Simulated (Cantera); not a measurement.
Thermodynamics of calcination and drying, feed MgSO4 + C + H2O

Input: 1 mol MgSO4, 0.028 mol C, 1.2 mol H2O, at 1825 K and 1 atm.

Method: chemical equilibrium by Gibbs-energy minimisation in Cantera with the NASA 1993 tables (ideal gas, pure condensed phases). Candidate condensed phases: C, C6H6, C7H8, C8H18, H2O, H2SO4, Mg, MgCO3, MgO, Mg(OH)2, MgS, MgSO4, S; 130 gas species. Rates play no part.

```json
{
  "x(H2O)": "0.444",
  "x(SO2)": "0.369",
  "x(O2)": "0.174",
  "x(CO2)": "0.0104",
  "x(OH)": "0.00160",
  "x(SO3)": "0.00149",
  "x(H2)": "7.17e-5",
  "x(O)": "6.36e-5",
  "x(SO)": "2.30e-5",
  "n(MgO(s))": "1.000 mol",
  "gas_amount": "2.699 mol",
  "log10 activity of S(l) (absent)": "-7.69",
  "log10 activity of Mg(l) (absent)": "-11.01",
  "log10 activity of C(graphite) (absent)": "-12.57"
}
```
